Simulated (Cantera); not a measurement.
Source: NASA polynomial tables (part measured, part estimated), evaluated in Cantera. Values are per mole of reaction as written; species without (g) are pure solids or liquids, kept so even where they would boil at 1 bar.

Q: Between 300 and 1223 K, where is each reaction favourable under standard conditions?
- H(g) + NaOH(g) ⇌ Na + H2O(g)

A: 
- H(g) + NaOH(g) ⇌ Na + H2O(g): ΔG° is -231 kJ at 300 K and -137 kJ at 1223 K; it stays negative (K > 1). ΔH° is -265 kJ and ΔS° -105 J/K at 1223 K.
